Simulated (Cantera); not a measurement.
Charge: 1 mol MgO, 3.2 mol H2S, 7.3 mol O2, held at 1450 K and 180000 Pa.

These are equilibrium values from Cantera (NASA tables, ideal gas, pure condensed phases), not measurements of a reactor. Candidate condensed phases: H2O, H2SO4, Mg, MgO, Mg(OH)2, MgS, MgSO4, S; 26 gas species. Rates play no part.

Base state: H2O 0.362, SO2 0.350, O2 0.277, SO3 0.0120, OH 8.77e-5 (mole fractions); condensed: MgO(s).

Problem. What changes in the equilibrium state with this change: temperature from 1450 K to 798 K?

Solution. 
```
species         before    after
-------------  -------  -------
H2O              0.362    0.494
SO3             0.0120    0.317
O2               0.277    0.153
SO2              0.350   0.0169
H2SO4          1.32e-6   0.0195
OH             8.77e-5  1.45e-9
MgO(s), mol       1.00        0
MgSO4(s), mol        0     1.00
```

Problem. What changes in the equilibrium state with this change: O2 from 7.3 to 0.15 mol?

Solution. 
| species | before | after |
|---|---|---|
| H2S | <1e-9 | 0.544 |
| H2 | 4.86e-7 | 0.224 |
| S2 | <1e-9 | 0.151 |
| SO2 | 0.350 | 5.30e-5 |
| H2O | 0.362 | 0.0793 |
| O2 | 0.277 | <1e-9 |
| SO3 | 0.0120 | <1e-9 |
| SH | <1e-9 | 0.00242 |
| S2O | <1e-9 | 0.000103 |
| OH | 8.77e-5 | 2.83e-8 |
| SO | 7.55e-8 | 2.41e-5 |
| MgO(s), mol | 1.00 | 1.00 |
